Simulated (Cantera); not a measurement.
**Gas activation for diamond growth**

An isothermal, constant-pressure homogeneous reactor starts with 0.239 % CH4, 99.4 % H2, 0.378 % CO2, at 2600 K and 33.0 Torr.

Computed with Cantera and GRI-Mech 3.0 (53 species, 325 reactions). Radical loss at walls, strong at low pressure, is not modelled.

```json
[
 {"t (s)": "1.00e-5", "x CH4": "0.00235", "x H2": "0.994", "x CO2": "0.00378", "x C2H4": "8.62e-10", "x H2O2": "<1e-12"},
 {"t (s)": "3.51e-5", "x CH4": "0.00233", "x H2": "0.993", "x CO2": "0.00377", "x C2H4": "8.37e-9", "x H2O2": "<1e-12"},
 {"t (s)": "0.000123", "x CH4": "0.00226", "x H2": "0.991", "x CO2": "0.00365", "x C2H4": "6.85e-8", "x H2O2": "<1e-12"},
 {"t (s)": "0.000433", "x CH4": "0.00205", "x H2": "0.985", "x CO2": "0.00256", "x C2H4": "4.92e-7", "x H2O2": "<1e-12"},
 {"t (s)": "0.00152", "x CH4": "0.00141", "x H2": "0.967", "x CO2": "5.17e-5", "x C2H4": "1.68e-6", "x H2O2": "<1e-12"},
 {"t (s)": "0.00534", "x CH4": "0.000256", "x H2": "0.943", "x CO2": "2.18e-6", "x C2H4": "3.11e-7", "x H2O2": "<1e-12"},
 {"t (s)": "0.0187", "x CH4": "4.01e-5", "x H2": "0.914", "x CO2": "2.01e-6", "x C2H4": "5.16e-8", "x H2O2": "<1e-12"},
 {"t (s)": "0.0658", "x CH4": "1.80e-6", "x H2": "0.862", "x CO2": "1.33e-6", "x C2H4": "8.74e-10", "x H2O2": "<1e-12"},
 {"t (s)": "0.231", "x CH4": "1.22e-11", "x H2": "0.827", "x CO2": "1.27e-6", "x C2H4": "<1e-12", "x H2O2": "<1e-12"},
 {"t (s)": "0.811", "x CH4": "1.17e-11", "x H2": "0.826", "x CO2": "1.27e-6", "x C2H4": "<1e-12", "x H2O2": "<1e-12"},
 {"t (s)": "2.85", "x CH4": "1.17e-11", "x H2": "0.826", "x CO2": "1.27e-6", "x C2H4": "<1e-12", "x H2O2": "<1e-12"},
 {"t (s)": "10.0", "x CH4": "1.17e-11", "x H2": "0.826", "x CO2": "1.27e-6", "x C2H4": "<1e-12", "x H2O2": "<1e-12"}
]
```
x: mole fraction; the columns are a selection and need not sum to one.

Equilibrium at this temperature and pressure: CH4 1.23e-11, H2 0.826, CO2 1.27e-6, C2H4 <1e-12, H2O2 <1e-12 (gas phase only).
